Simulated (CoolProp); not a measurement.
Methanol at 298.15 K and 0.00666 MPa flows at 0.062 m/s in a round tube of 6 mm bore and 1.5 µm roughness, fully developed (64/Re and Nu = 3.66 if laminar; Colebrook and Gnielinski if turbulent). Each further row changes one setting.

Model: reference Helmholtz-energy equation of state, de Reuck 1993, in CoolProp.

| case | Reynolds number | Darcy friction factor | pressure drop (Pa/m) | heat-transfer coefficient (W/(m² K)) | mass flow (kg/h) |
|---|---|---|---|---|---|
| as stated | … | 19.2 | … | 9.21 | … |
| velocity 0.124 m/s | 6.68 | 9.58 | … | 9.21 | … |
| diameter 12 mm | 6.68 | 9.58 | … | 4.60 | … |

Problem. Complete the blanks.

Solution. 
- as stated, Reynolds number: 3.34
- as stated, pressure drop (Pa/m): 0.531
- as stated, mass flow (kg/h): 0.000546
- velocity 0.124 m/s, pressure drop (Pa/m): 1.06
- velocity 0.124 m/s, mass flow (kg/h): 0.00109
- diameter 12 mm, pressure drop (Pa/m): 0.133
- diameter 12 mm, mass flow (kg/h): 0.00218

Viscosity comes from a separate model (Xiang 2006). Thermal conductivity comes from a separate model (Sykioti 2013).
